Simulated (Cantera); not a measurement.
Charge: 1 mol Pb, 0.11 mol H2S, 1.7 mol N2, at 18.0 Pa.

These are equilibrium values from Cantera (NASA tables, ideal gas, pure condensed phases), not measurements of a reactor. Candidate condensed phases: Pb, PbS, S; 18 gas species. Gases not in the tables: S3 to S7. Kinetics and transport are ignored.

Question: Which condensed phases are stable at each of these points (T (°C)): 727, 827, 927, 1027, 1127, 1227, 1327, 1427, 1527, 1627?

Answer: 
```csv
T (°C),condensed phases,Pb condensed (%)
727,Pb(l),70.0
827,gas only,0.0
927,gas only,0.0
1027,gas only,0.0
1127,gas only,0.0
1227,gas only,0.0
1327,gas only,0.0
1427,gas only,0.0
1527,gas only,0.0
1627,gas only,0.0
```

At 727 °C the condensed part is Pb(l). From 827 °C to 1627 °C nothing is condensed.
